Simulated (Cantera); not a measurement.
## Adiabatic ignition

An adiabatic, constant-pressure homogeneous reactor starts with 4.19 % CO, 0.922 % H2, 3.06 % CH4, 19.3 % O2, 72.5 % N2, at 1375 K and 40000 Pa.

Model: GRI-Mech 3.0 (53 species, 325 reactions), integrated in Cantera.

```
t (s)     T (K)     x CO      x H2   x CH4    x C2H6    x CH3
--------  -----  -------  --------  ------  --------  -------
2.00e-6    1375   0.0419   0.00922  0.0306    <1e-12  5.63e-9
7.43e-6    1375   0.0419   0.00922  0.0306    <1e-12  3.44e-8
2.76e-5    1375   0.0419   0.00922  0.0306  2.79e-12  2.32e-7
0.000102   1375   0.0419   0.00922  0.0306  4.11e-10  1.48e-6
0.000381   1375   0.0419   0.00922  0.0306   2.05e-7  2.15e-5
0.00141    1918   0.0212   0.00463  <1e-12    <1e-12   <1e-12
0.00525    2294  0.00552  0.000953  <1e-12    <1e-12   <1e-12
0.0195     2313  0.00427  0.000734  <1e-12    <1e-12   <1e-12
0.0725     2308  0.00417  0.000719  <1e-12    <1e-12   <1e-12
0.269      2300  0.00402  0.000696  <1e-12    <1e-12   <1e-12
1.00       2298  0.00399  0.000691  <1e-12    <1e-12   <1e-12
```
x: mole fraction; the columns are a selection and need not sum to one.

```json
{
 "time_of_steepest_temperature_rise": "1.23 ms",
 "temperature at 1.00 s": "2298 K",
 "equilibrium_temperature": "2298 K",
 "x(CO) at 1.00 s": "0.00399 (gas-phase equilibrium 0.00399)",
 "x(H2) at 1.00 s": "0.000691 (gas-phase equilibrium 0.000691)",
 "x(CH4) at 1.00 s": "<1e-12 (gas-phase equilibrium <1e-12)"
}
```
